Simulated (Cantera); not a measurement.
Feed: 1 mol Al, a varied amount of H₂O, 4.6 mol H₂, at 552 °C and 0.230 bar.

These are equilibrium values from Cantera (NASA tables, ideal gas, pure condensed phases), not measurements of a reactor. Candidate condensed phases: Al, Al₂O₃, H₂O; 19 gas species. The numbers say what is thermodynamically allowed, not how fast it happens.

Task: Which condensed phases are stable at each of these points (n(H₂O) (mol)): 0.027, 0.041, 0.061, 0.09, 0.13, 0.2, 0.3, 0.44, 0.66, 0.99, 1.5?

Result: 
```tsv
n(H₂O) (mol)	condensed phases	Al condensed (%)
0.027	Al(s) + Al₂O₃(s)	100.0
0.041	Al(s) + Al₂O₃(s)	100.0
0.061	Al(s) + Al₂O₃(s)	100.0
0.09	Al(s) + Al₂O₃(s)	100.0
0.13	Al(s) + Al₂O₃(s)	100.0
0.2	Al(s) + Al₂O₃(s)	100.0
0.3	Al(s) + Al₂O₃(s)	100.0
0.44	Al(s) + Al₂O₃(s)	100.0
0.66	Al(s) + Al₂O₃(s)	100.0
0.99	Al(s) + Al₂O₃(s)	100.0
1.5	Al₂O₃(s)	100.0
```

From 0.027 mol H₂O to 0.99 mol H₂O the condensed part is Al(s) + Al₂O₃(s). At 1.5 mol H₂O the condensed part is Al₂O₃(s).
